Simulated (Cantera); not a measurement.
A perfectly stirred reactor is fed with NH3 : N2 = 1 : 0.66 (molar parts), at 0.227 atm; it is held at 1800 K, and followed from long to short residence time.

Cantera simulation using the gas-phase N/H chemistry of the illustrative SiF4/NH3 mechanism in the Surface Chemkin manual (1991); the numbers are that mechanism's predictions, not measurements. Walls and surfaces, which speed up NH3 decomposition in real reactors, are not modelled.

x: mole fraction; the columns are a selection and need not sum to one.

```csv
τ (s),x NH3,x NH,x H2,x H,x N2,x NH2,x N
1.2,0.297,2.49e-6,0.286,7.59e-5,0.417,0.000211,1.25e-7
0.68,0.377,2.63e-6,0.211,5.22e-5,0.412,0.000248,1.16e-7
0.37,0.452,2.68e-6,0.141,3.30e-5,0.407,0.000283,1.01e-7
0.21,0.506,2.62e-6,0.0900,2.07e-5,0.404,0.000309,8.31e-8
0.11,0.548,2.45e-6,0.0511,1.17e-5,0.401,0.000332,5.95e-8
0.063,0.570,2.24e-6,0.0303,7.07e-6,0.400,0.000347,4.01e-8
0.035,0.584,[?],[?],[?],0.399,0.000357,[?]
0.019,0.592,[?],[?],[?],0.398,0.000362,[?]
0.011,0.597,1.64e-6,0.00515,1.33e-6,0.398,0.000359,7.70e-9
0.0059,0.599,1.46e-6,0.00258,7.20e-7,0.398,0.000345,4.00e-9
0.0033,0.601,1.25e-6,0.00128,4.03e-7,0.398,0.000319,2.12e-9
```

Complete the blanks.


- 0.035, x NH: 2.02e-6
- 0.035, x H2: 0.0170
- 0.035, x H: 4.08e-6
- 0.035, x N: 2.42e-8
- 0.019, x NH: 1.81e-6
- 0.019, x H2: 0.00916
- 0.019, x H: 2.27e-6
- 0.019, x N: 1.34e-8
